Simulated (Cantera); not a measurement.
Charge: 1 mol Si, 27 mol CO, 5.2 mol H2, equilibrated at 0.0133 bar.

These are equilibrium values from Cantera (NASA tables, ideal gas, pure condensed phases), not measurements of a reactor. Candidate condensed phases: C, C6H6, C7H8, C8H18, H2O, Si, SiC, SiO2; 123 gas species. The tables hold silica as quartz up to 1696 K and as liquid above; real silica turns to tridymite and cristobalite and melts near 1996 K. The numbers say what is thermodynamically allowed, not how fast it happens.

Problem. At 1150 K, list the 4 most abundant gas species with their mole fractions, and the condensed phases.

Solution. CO 0.827, H2 0.172, CO2 0.000360, H2O 8.91e-5. Condensed: C(graphite) + SiO2(β-quartz).
